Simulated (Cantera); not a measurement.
A Cantera script and its output.

```python
import numpy as np
import cantera as ct

gas = ct.Solution("gri30.yaml")
gas.TPX = 1225, 320, {'C2H6': 1, 'N2': 160}
inlet = ct.Reservoir(gas, clone=True)

reactor = ct.IdealGasConstPressureReactor(gas, energy="off", clone=False)
exhaust = ct.Reservoir(gas, clone=True)
tau = [23, 7.9, 2.7, 0.95, 0.33, 0.11, 0.039, 0.014, 0.0047, 0.0016][0]
for a, b in ((inlet, reactor), (reactor, exhaust)):
    ct.MassFlowController(a, b, mdot=lambda t: reactor.mass / tau)
net = ct.ReactorNet([reactor])
show = ['C2H6', 'C2H2', 'H2', 'CH3', 'C2H']

rows = []
print(f"{'tau/s':>10s}{'T/K':>9s}" + "".join(f"{s:>11s}" for s in show))
for tau in [23, 7.9, 2.7, 0.95, 0.33, 0.11, 0.039, 0.014, 0.0047, 0.0016]:
    net.initial_time = 0.0
    net.advance(30 * tau)
    before = gas.X
    net.advance(40 * tau)
    drift = np.max(np.abs(gas.X - before) / (gas.X + 1e-9))
    rows.append([gas.T, *gas[show].X, drift])
    print(f"{tau:10.3e}{gas.T:9.1f}" + "".join(f"{x:11.3e}" for x in gas[show].X))
```

Result:

```
     tau/s      T/K       C2H6       C2H2         H2        CH3        C2H
 2.300e+01   1225.0  1.735e-04  4.391e-03  9.073e-03  3.598e-05  1.337e-09
 7.900e+00   1225.0  4.426e-04  3.238e-03  7.602e-03  5.643e-05  1.276e-09
 2.700e+00   1225.0  1.133e-03  1.738e-03  5.609e-03  9.008e-05  9.215e-10
 9.500e-01   1225.0  2.585e-03  5.595e-04  3.432e-03  1.305e-04  4.183e-10
 3.300e-01   1225.0  4.510e-03  8.315e-05  1.473e-03  1.408e-04  1.063e-10
 1.100e-01   1225.0  5.758e-03  4.382e-06  3.638e-04  8.987e-05  1.264e-11
 3.900e-02   1225.0  6.129e-03  9.589e-08  5.459e-05  3.841e-05  4.000e-13
 1.400e-02   1225.0  6.199e-03  6.196e-10  3.849e-06  1.491e-05  3.441e-16
 4.700e-03   1225.0  6.208e-03  2.353e-12  1.417e-07  5.204e-06  4.861e-20
 1.600e-03   1225.0  6.210e-03  2.011e-14  4.617e-09  1.794e-06  1.353e-23
```

Model: GRI-Mech 3.0 (53 species, 325 reactions), integrated in Cantera. GRI-Mech 3.0 stops at C3 and has no aromatics, soot or wall deposition, so with more carbon than oxygen in the feed, carbon stays in small species such as C2H2 where larger ones or solid carbon would form. Radical loss at walls, strong at low pressure, is not modelled.
